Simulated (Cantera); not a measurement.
Mixture: H2 : O2 : N2 = 1 : 0.312 : 1.17 (molar parts), equivalence ratio 1.6, at 1.00 bar, adiabatic and at constant pressure. Ignition delay is the time to a rise of 400 K.

Computed with Cantera and the H2/O2 subset of GRI-Mech 3.0, which has no nitrogen chemistry. Where the delays flatten at high temperature, the 400 K rule measures the pace of heat release, not the induction time.

Task: What does this change do: pressure from 1.00 bar to 4.80 bar?

Result: 
```
quantity          before     after
---------------  -------  --------
delay at 1125 K  79.5 µs  0.142 ms
delay at 1325 K  28.6 µs   6.30 µs
delay at 1525 K  17.5 µs   2.82 µs
delay at 1725 K  15.3 µs   1.78 µs
delay at 1925 K  16.7 µs   1.43 µs
```
The hydrogen kinetics of GRI-Mech 3.0 are dated; newer H2 mechanisms differ, most at raised pressure.
